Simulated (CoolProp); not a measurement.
Nitrous oxide along the isobar 8.86 MPa: density (kg/m³) from the reference equation and from simpler models built on Tc = 36.4 °C, pc = 7.245 MPa, ω = 0.161; each cubic takes its own stable root.

Model: reference Helmholtz-energy equation of state, Lemmon 2006, in CoolProp. It is a short technical equation, of lower accuracy than the large ones.

```
T (°C)          phase  reference
------  -------------  ---------
31.05          liquid      759.8
50.65   supercritical      339.5
70.25   supercritical      218.6
89.85   supercritical      180.4
109.35  supercritical      158.1
128.95  supercritical      142.4
148.55  supercritical      130.5
168.15  supercritical      121.0
187.65  supercritical      113.2
207.25  supercritical      106.5
226.85  supercritical      100.8
```

### Question
How far does each simpler model (van der Waals, Redlich-Kwong, Soave-Redlich-Kwong) lie from the reference over these 11 states: mean and median of the absolute difference, and the worst?

### Answer
- van der Waals: mean 7.0 %, median 4.0 %, worst -32.0 % at 31.05 °C and 8.86 MPa
- Redlich-Kwong: mean 2.7 %, median 1.5 %, worst -16.2 % at 31.05 °C and 8.86 MPa
- Soave-Redlich-Kwong: mean 3.7 %, median 2.0 %, worst -15.4 % at 31.05 °C and 8.86 MPa
